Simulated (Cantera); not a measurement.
Input (Python, Cantera):

```python
import numpy as np
import cantera as ct

gas = ct.Solution("h2o2.yaml")
gas.TPX = 1000, 1200, {'H2': 0.085, 'O2': 1, 'N2': 0.6}
reactor = ct.IdealGasConstPressureReactor(gas, energy="off", clone=False)
net = ct.ReactorNet([reactor])
net.rtol, net.atol = 1e-08, 1e-18
show = ['H2', 'O2', 'O', 'H2O2', 'OH', 'H']
times = np.geomspace(4e-06, 2, 9)

steps = ct.SolutionArray(gas, extra=["t"])
rows = []
print(f"{'t/s':>10s}{'T/K':>9s}{'P/Pa':>11s}" + "".join(f"{s:>11s}" for s in show))
for t in times:
    while net.time < t:
        t_next = net.step()
        steps.append(gas.state, t=t_next)
    rows.append([np.interp(t, steps.t, y) for y in (steps.T, steps.P, *steps(*show).X.T)])
    print(f"{t:10.3e}{rows[-1][0]:9.1f}{rows[-1][1]:11.4g}" + "".join(f"{x:11.3e}" for x in rows[-1][2:]))
rate = np.gradient(steps.T, steps.t)
print("integrator steps:", len(steps.t))
if steps.T.max() > steps.T[0] + 200:
    print(f"time of steepest temperature rise: {steps.t[rate.argmax()]:.4e} s")
gas.TPX = 1000, 1200, {'H2': 0.085, 'O2': 1, 'N2': 0.6}
gas.equilibrate("TP")
print(f"equilibrium (TP): T = {gas.T:.1f} K  " + "  ".join(f"{s} {gas[s].X[0]:.3e}" for s in show))
```

It prints:

```
       t/s      T/K       P/Pa         H2         O2          O       H2O2         OH          H
 4.000e-06   1000.0       1200  5.045e-02  5.935e-01  8.734e-15  9.830e-19  8.654e-15  1.037e-12
 2.063e-05   1000.0       1200  5.045e-02  5.935e-01  2.231e-13  2.587e-17  2.136e-13  5.181e-12
 1.064e-04   1000.0       1200  5.045e-02  5.935e-01  5.241e-12  6.893e-16  4.263e-12  2.406e-11
 5.485e-04   1000.0       1200  5.045e-02  5.935e-01  1.155e-10  1.845e-14  6.130e-11  1.456e-10
 2.828e-03   1000.0       1200  5.045e-02  5.935e-01  3.133e-08  6.274e-13  1.409e-08  2.817e-08
 1.459e-02   1000.0       1200  1.994e-03  5.675e-01  1.615e-02  9.046e-08  1.770e-03  1.262e-02
 7.521e-02   1000.0       1200  1.983e-04  5.806e-01  2.654e-03  7.715e-08  5.247e-04  5.925e-04
 3.878e-01   1000.0       1200  7.110e-06  5.828e-01  1.013e-04  4.490e-08  9.743e-05  4.177e-06
 2.000e+00   1000.0       1200  3.194e-07  5.829e-01  5.287e-06  1.233e-08  2.247e-05  5.022e-08
integrator steps: 1557
equilibrium (TP): T = 1000.0 K  H2 5.443e-11  O2 5.830e-01  O 1.103e-09  H2O2 1.219e-11  OH 3.236e-07  H 1.539e-13
```

Computed with Cantera and the H2/O2 subset of GRI-Mech 3.0, which has no nitrogen chemistry. Radical loss at walls, strong at low pressure, is not modelled. The temperature is held fixed by assumption; the heat of reaction is taken as removed at once.
